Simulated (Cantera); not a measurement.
**HI + H₂ + O₂ (abatement and gas-phase synthesis)**

Charge: 1 mol HI, 9.6 mol H₂, 4 mol O₂, at 7.10 mbar.

Equilibrium computed with Cantera from the NASA thermochemical tables; the gas is ideal and each condensed phase is pure. Candidate condensed phases: H₂O, I₂; 12 gas species. The numbers say what is thermodynamically allowed, not how fast it happens.

```json
[
 {"T (K)": "2598", "log p H": "-2.84", "log p H₂O": "-2.60", "log p O": "-3.43", "log p H₂": "-2.83", "log p OH": "-3.24", "log p I": "-3.31", "log p O₂": "-3.59"},
 {"T (K)": "2648", "log p H": "-2.75", "log p H₂O": "-2.69", "log p O": "-3.32", "log p H₂": "-2.84", "log p OH": "-3.21", "log p I": "-3.34", "log p O₂": "-3.55"},
 {"T (K)": "2698", "log p H": "-2.68", "log p H₂O": "-2.79", "log p O": "-3.21", "log p H₂": "-2.86", "log p OH": "-3.20", "log p I": "-3.36", "log p O₂": "-3.53"},
 {"T (K)": "2748", "log p H": "-2.61", "log p H₂O": "-2.90", "log p O": "-3.12", "log p H₂": "-2.89", "log p OH": "-3.20", "log p I": "-3.39", "log p O₂": "-3.53"},
 {"T (K)": "2798", "log p H": "-2.55", "log p H₂O": "-3.03", "log p O": "-3.04", "log p H₂": "-2.93", "log p OH": "-3.21", "log p I": "-3.42", "log p O₂": "-3.54"},
 {"T (K)": "2848", "log p H": "-2.50", "log p H₂O": "-3.18", "log p O": "-2.97", "log p H₂": "-2.98", "log p OH": "-3.24", "log p I": "-3.45", "log p O₂": "-3.58"},
 {"T (K)": "2898", "log p H": "-2.46", "log p H₂O": "-3.35", "log p O": "-2.92", "log p H₂": "-3.04", "log p OH": "-3.29", "log p I": "-3.48", "log p O₂": "-3.63"},
 {"T (K)": "2948", "log p H": "-2.43", "log p H₂O": "-3.53", "log p O": "-2.87", "log p H₂": "-3.11", "log p OH": "-3.35", "log p I": "-3.51", "log p O₂": "-3.69"},
 {"T (K)": "2998", "log p H": "-2.40", "log p H₂O": "-3.73", "log p O": "-2.83", "log p H₂": "-3.20", "log p OH": "-3.42", "log p I": "-3.53", "log p O₂": "-3.77"},
 {"T (K)": "3048", "log p H": "-2.38", "log p H₂O": "-3.94", "log p O": "-2.81", "log p H₂": "-3.29", "log p OH": "-3.49", "log p I": "-3.55", "log p O₂": "-3.86"},
 {"T (K)": "3098", "log p H": "-2.36", "log p H₂O": "-4.15", "log p O": "-2.78", "log p H₂": "-3.38", "log p OH": "-3.58", "log p I": "-3.56", "log p O₂": "-3.96"},
 {"T (K)": "3148", "log p H": "-2.35", "log p H₂O": "-4.37", "log p O": "-2.77", "log p H₂": "-3.48", "log p OH": "-3.67", "log p I": "-3.57", "log p O₂": "-4.06"},
 {"T (K)": "3198", "log p H": "-2.34", "log p H₂O": "-4.58", "log p O": "-2.75", "log p H₂": "-3.58", "log p OH": "-3.77", "log p I": "-3.58", "log p O₂": "-4.17"}
]
```
log p: log10 of the partial pressure in bar; nothing condenses.

From 2598 K to 3198 K nothing is condensed.
